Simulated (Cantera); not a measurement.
# Chlorosilane synthesis and conversion: Si + Cl2 + H2

A closed system holds: 1 mol Si, 3 mol Cl2, 1 mol H2, equilibrated at 0.100 bar.

Equilibrium computed with Cantera from the NASA thermochemical tables; the gas is ideal and each condensed phase is pure. Candidate condensed phases: Si; 19 gas species. The tables' values for SiCl3 are old estimates; treat these amounts as uncertain. The numbers say what is thermodynamically allowed, not how fast it happens.

| T (°C) | log p HCl | log p SiCl4 | log p Cl | log p SiCl3 | log p Cl2 | log p H2 | log p SiCl2 |
|---|---|---|---|---|---|---|---|
| 452 | -1.18 | -1.48 | -10.02 | -11.85 | -8.31 | -8.30 | <-13 |
| 552 | -1.18 | -1.48 | -8.53 | -9.89 | -7.49 | -7.47 | <-13 |
| 652 | -1.18 | -1.48 | -7.37 | -8.36 | -6.87 | -6.81 | <-13 |
| 752 | -1.18 | -1.48 | -6.44 | -7.12 | -6.38 | -6.26 | -11.44 |
| 852 | -1.18 | -1.48 | -5.69 | -6.10 | -6.00 | -5.79 | -9.62 |
| 952 | -1.18 | -1.48 | -5.04 | -5.25 | -5.65 | -5.41 | -8.13 |
| 1052 | -1.18 | -1.48 | -4.47 | -4.56 | -5.32 | -5.13 | -6.90 |
| 1152 | -1.18 | -1.48 | -3.96 | -3.98 | -4.99 | -4.94 | -5.89 |
| 1252 | -1.18 | -1.48 | -3.50 | -3.51 | -4.67 | -4.80 | -5.06 |
log p: log10 of the partial pressure in bar; nothing condenses.

From 452 °C to 1252 °C nothing is condensed. The main Si-bearing gas is SiCl4 throughout.
